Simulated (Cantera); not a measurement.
# Equilibrium for silicon oxide and oxynitride deposition: SiH2Cl2 + O3 + H2

Input: 1 mol SiH2Cl2, 2.6 mol O3, 39 mol H2, held at 0.100 bar.

These are equilibrium values from Cantera (NASA tables, ideal gas, pure condensed phases), not measurements of a reactor. Candidate condensed phases: H2O, Si, SiO2; 30 gas species. The tables hold silica as quartz up to 1696 K and as liquid above; real silica turns to tridymite and cristobalite and melts near 1996 K. Gases not in the tables: Si(OH)4. Kinetics and transport are ignored.

```json
[
 {"T (K)": "1225", "x H2": "0.810", "x H2O": "0.141", "x HCl": "0.0488", "x H": "8.87e-7", "x SiO": "5.46e-12", "n SiO2(β-quartz)": "1.00", "n SiO2(condensed)": "0"},
 {"T (K)": "1325", "x H2": "0.810", "x H2O": "0.141", "x HCl": "0.0488", "x H": "4.65e-6", "x SiO": "3.12e-10", "n SiO2(β-quartz)": "1.00", "n SiO2(condensed)": "0"},
 {"T (K)": "1425", "x H2": "0.810", "x H2O": "0.141", "x HCl": "0.0488", "x H": "1.94e-5", "x SiO": "9.97e-9", "n SiO2(β-quartz)": "1.00", "n SiO2(condensed)": "0"},
 {"T (K)": "1525", "x H2": "0.810", "x H2O": "0.141", "x HCl": "0.0488", "x H": "6.73e-5", "x SiO": "2.00e-7", "n SiO2(β-quartz)": "1.000", "n SiO2(condensed)": "0"},
 {"T (K)": "1625", "x H2": "0.810", "x H2O": "0.141", "x HCl": "0.0488", "x H": "0.000201", "x SiO": "2.74e-6", "n SiO2(β-quartz)": "1.000", "n SiO2(condensed)": "0"},
 {"T (K)": "1725", "x H2": "0.809", "x H2O": "0.141", "x HCl": "0.0487", "x H": "0.000528", "x SiO": "2.72e-5", "n SiO2(β-quartz)": "0", "n SiO2(condensed)": "0.999"},
 {"T (K)": "1825", "x H2": "0.808", "x H2O": "0.142", "x HCl": "0.0487", "x H": "0.00125", "x SiO": "0.000203", "n SiO2(β-quartz)": "0", "n SiO2(condensed)": "0.992"}
]
```
x: gas mole fraction; n: condensed amount in mol.

From 1225 K to 1625 K the condensed part is SiO2(β-quartz). From 1725 K to 1825 K the condensed part is SiO2(condensed).
